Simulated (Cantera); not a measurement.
An isothermal, constant-pressure homogeneous reactor starts with 46.9 % H₂, 29.3 % O₂, 23.8 % N₂, at 798 K and 0.207 atm.

Model: GRI-Mech 3.0 (53 species, 325 reactions), integrated in Cantera. Below about 950 K walls govern HO2 and H2O2 in real vessels. The temperature is held fixed by assumption; the heat of reaction is taken as removed at once.

One state of this run: x H₂ = 0.463; x O₂ = 0.290; x H₂O₂ = 0.00105; x O = 2.17e-9; x NO₂ = <1e-12; x N₂O = 1.19e-11; x HO₂ = 1.20e-5. x: mole fraction; the columns are a selection and need not sum to one.

Q: Which value of t (s) does it belong to?
A) 63.2
B) 0.0632
C) 0.0200
D) 20.0

A: D, 20.0
